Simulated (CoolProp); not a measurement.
Ethylene along the isobar 0.684 MPa: Z from the reference equation and from simpler models built on Tc = 9.2 °C, pc = 5.042 MPa, ω = 0.087; each cubic takes its own stable root.

The numbers come from the reference Helmholtz-energy equation of state, Smukala 2000 in CoolProp.

```csv
T (°C),phase,reference
-112.95,liquid,0.02479
-107.85,liquid,0.02432
-102.75,liquid,0.02390
-97.55,liquid,0.02350
-92.45,liquid,0.02315
-87.35,liquid,0.02283
-82.25,liquid,0.02255
-77.15,liquid,0.02230
-71.95,liquid,0.02207
-66.85,liquid,0.02189
-61.75,gas,0.8757
-56.65,gas,0.8859
```

Task: How far does each simpler model (Redlich-Kwong, Peng-Robinson) lie from the reference over these 12 states: mean and median of the absolute difference, and the worst?

Result: 
- Redlich-Kwong: mean 3.9 %, median 4.1 %, worst +6.1 % at -66.85 °C and 0.684 MPa
- Peng-Robinson: mean 6.6 %, median 8.0 %, worst -8.2 % at -102.75 °C and 0.684 MPa
